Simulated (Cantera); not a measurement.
Charge: 1 mol FeCl3, 11 mol N2, 0.88 mol HCl, at 1177 °C and 1.33 mbar.

Method: chemical equilibrium by Gibbs-energy minimisation in Cantera with the NASA 1993 tables (ideal gas, pure condensed phases). Candidate condensed phases: Fe, FeCl2, FeCl3, NH4Cl; 18 gas species. Kinetics and transport are ignored.

What is the equilibrium state?


```json
{
  "x(N2)": "0.796",
  "x(FeCl2)": "0.0716",
  "x(Cl)": "0.0650",
  "x(HCl)": "0.0637",
  "x(Cl2)": "0.00331",
  "x(FeCl3)": "0.000690",
  "gas_amount": "13.82 mol",
  "log10 activity of FeCl2(l) (absent)": "-4.49",
  "log10 activity of Fe(γ) (absent)": "-5.96"
}
```
